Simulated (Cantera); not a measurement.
Charge: 1 mol C, 0.051 mol H2O, 2.8 mol CO2, at 97.0 mbar.

Cantera equilibrium calculation (NASA polynomials, part measured and part estimated; ideal gas, pure solids and liquids). Candidate condensed phases: C, C6H6, C7H8, C8H18, H2O; 110 gas species. Kinetics and transport are ignored. All values below are at 1000 °C.

Base state: CO 0.514, CO2 0.473, H2O 0.00799, H2 0.00525 (mole fractions); condensed: gas only.

What changes in the equilibrium state with this change: 0.023 mol H2S added?


```csv
species,before,after
CO,0.514,0.511
CO2,0.473,0.466
H2O,0.00799,0.0108
COS,0,0.00236
S2,0,0.00121
H2S,0,0.00103
```
Gases not in the tables: S3 to S7. Further candidate phases: H2SO4, S.
